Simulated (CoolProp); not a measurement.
A single-stage vapour-compression cycle with R123: evaporating at 251.15 K (dew point), condensing at 308.15 K (bubble point), superheat 10 K, subcooling 2 K, compressor efficiency 0.75, no pressure losses. Each further row changes one setting.

The numbers come from the reference Helmholtz-energy equation of state, Younglove 1994 in CoolProp. It is a modified Benedict-Webb-Rubin equation, recast in Helmholtz form.

```
case                              cooling COP  pressure ratio  discharge temperature (K)  refrigerating effect (kJ/kg)  volumetric capacity (kJ/m³)
--------------------------------  -----------  --------------  -------------------------  ----------------------------  ---------------------------
as stated                                2.73            12.2                      340.7                           141                          108
evaporating temperature 256.15 K         3.12            9.25                      337.5                           144                          142
condensing temperature 303.15 K          3.06            10.2                      334.9                           146                          112
subcooling 7 K                           2.83            12.2                      340.7                           146                          112
superheat 20 K                           2.75            12.2                      351.9                           148                          108
compressor efficiency 0.65               2.37            12.2                      351.4                           141                          108
```
